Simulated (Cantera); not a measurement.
A closed system holds: 1 mol CS2, 0.0046 mol SO2, 3.1 mol H2, 1.3 mol O2, equilibrated at 650 K and 34.0 bar.

Cantera equilibrium calculation (NASA polynomials, part measured and part estimated; ideal gas, pure solids and liquids). Candidate condensed phases: C, C6H6, C7H8, C8H18, H2O, H2SO4, S; 123 gas species. The ideal-gas law is rough above about 30 bar. Equilibrium is a limit: real reactors are often held back by kinetics, nucleation or transport.

Base state: H2S 0.517, CO2 0.227, H2O 0.219, CH4 0.0298, H2 0.00598, COS 0.00125, CO 0.000398 (mole fractions); condensed: gas only.

Problem. What changes in the equilibrium state with this change: temperature from 650 K to 2548 K?

Solution. 
| species | before | after |
|---|---|---|
| H2 | 0.00598 | 0.258 |
| H2O | 0.219 | 0.256 |
| CO | 0.000398 | 0.173 |
| H2S | 0.517 | 0.0956 |
| CO2 | 0.227 | 0.0271 |
| SH | <1e-9 | 0.0326 |
| SO2 | <1e-9 | 0.0132 |
| SO | <1e-9 | 0.0131 |
| S2 | 1.17e-7 | 0.120 |
| CH4 | 0.0298 | 4.02e-8 |
| S | <1e-9 | 0.00318 |
| H | <1e-9 | 0.00269 |

Problem. What changes in the equilibrium state with this change: temperature from 650 K to 2225 K?

Solution. 
```json
[
 {"species": "H2O", "before": "0.219", "after": "0.276"},
 {"species": "H2", "before": "0.00598", "after": "0.217"},
 {"species": "CO", "before": "0.000398", "after": "0.166"},
 {"species": "H2S", "before": "0.517", "after": "0.147"},
 {"species": "CO2", "before": "0.227", "after": "0.0392"},
 {"species": "SH", "before": "<1e-9", "after": "0.0178"},
 {"species": "S2", "before": "1.17e-7", "after": "0.117"},
 {"species": "CH4", "before": "0.0298", "after": "9.37e-8"},
 {"species": "SO2", "before": "<1e-9", "after": "0.00801"},
 {"species": "SO", "before": "<1e-9", "after": "0.00440"},
 {"species": "S2O", "before": "<1e-9", "after": "0.00193"},
 {"species": "S", "before": "<1e-9", "after": "0.000701"}
]
```

Problem. What changes in the equilibrium state with this change: pressure from 34.0 bar to 1.33 mbar?

Solution. 
```tsv
species	before	after
H2S	0.517	0.487
CO2	0.227	0.232
H2O	0.219	0.160
H2	0.00598	0.108
CH4	0.0298	9.47e-6
CO	0.000398	0.0101
COS	0.00125	0.00165
```
